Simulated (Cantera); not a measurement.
A perfectly stirred reactor is fed with 6.40 % H2, 4.93 % O2, 88.7 % N2, equivalence ratio 0.65, at 0.928 atm; it is held at 1175 K, and followed from long to short residence time.

Cantera simulation using the H2/O2 subset of GRI-Mech 3.0, which has no nitrogen chemistry; the numbers are that mechanism's predictions, not measurements. The temperature is held fixed by assumption; the heat of reaction is taken as removed at once.

x: mole fraction; the columns are a selection and need not sum to one.

```json
[
 {"τ (s)": "15", "x H2": "1.45e-5", "x O2": "0.0178", "x H2O2": "5.60e-8", "x HO2": "[?]", "x H": "1.81e-7"},
 {"τ (s)": "3.2", "x H2": "4.13e-5", "x O2": "0.0178", "x H2O2": "1.29e-7", "x HO2": "[?]", "x H": "8.47e-7"},
 {"τ (s)": "0.67", "x H2": "0.000118", "x O2": "0.0178", "x H2O2": "2.88e-7", "x HO2": "[?]", "x H": "4.03e-6"},
 {"τ (s)": "0.14", "x H2": "0.000322", "x O2": "0.0179", "x H2O2": "5.80e-7", "x HO2": "[?]", "x H": "1.90e-5"},
 {"τ (s)": "0.030", "x H2": "0.000827", "x O2": "0.0181", "x H2O2": "9.87e-7", "x HO2": "[?]", "x H": "8.63e-5"},
 {"τ (s)": "0.0064", "x H2": "0.00204", "x O2": "0.0187", "x H2O2": "1.41e-6", "x HO2": "[?]", "x H": "0.000378"},
 {"τ (s)": "0.0014", "x H2": "0.00478", "x O2": "0.0201", "x H2O2": "1.68e-6", "x HO2": "[?]", "x H": "0.00147"}
]
```

### Question
Fill in the missing entries.

### Answer

- 15, x HO2: 4.87e-7
- 3.2, x HO2: 1.25e-6
- 0.67, x HO2: 2.87e-6
- 0.14, x HO2: 5.37e-6
- 0.030, x HO2: 8.06e-6
- 0.0064, x HO2: 1.03e-5
- 0.0014, x HO2: 1.22e-5
